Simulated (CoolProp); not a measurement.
Vapour-liquid equilibrium of trans-2-butene (1) + ethanol (2) at 81.75 °C; x and y are mole fractions of (1).

Values from CoolProp's multi-fluid Helmholtz-energy mixture model, Lemmon 2005 and Schroeder 2014; pair parameters Bell 2016.

```tsv
x	bubble pressure, mixture model (MPa)	bubble pressure, Raoult's law (MPa)	y, mixture model	y, Raoult's law
0.05	0.2793	0.1612	0.591	0.320
0.125	0.4946	0.2300	0.775	0.561
0.2	0.6581	0.2988	0.835	0.691
0.275	0.7672	0.3676	0.862	0.772
0.35	0.8312	0.4364	0.876	0.828
0.425	0.8645	0.5052	0.883	0.869
0.5	0.8815	0.5740	0.886	0.899
0.575	0.8928	0.6428	0.889	0.924
0.65	0.9058	0.7116	0.893	0.943
0.725	0.9241	0.7804	0.901	0.959
0.8	0.9491	0.8492	0.913	0.973
0.875	0.9796	0.9180	0.935	0.984
0.95	1.012	0.9868	0.968	0.994
```

The largest gap from Raoult's law is +120.2 % in bubble pressure, at x = 0.2. No azeotrope shows between x = 0.05 and 0.95.

Pair parameters are fitted to limited data, so mixtures are less certain than the pure fluids. With so large a gap from Raoult's law the liquid may split in two, which this calculation doesn't test in full.
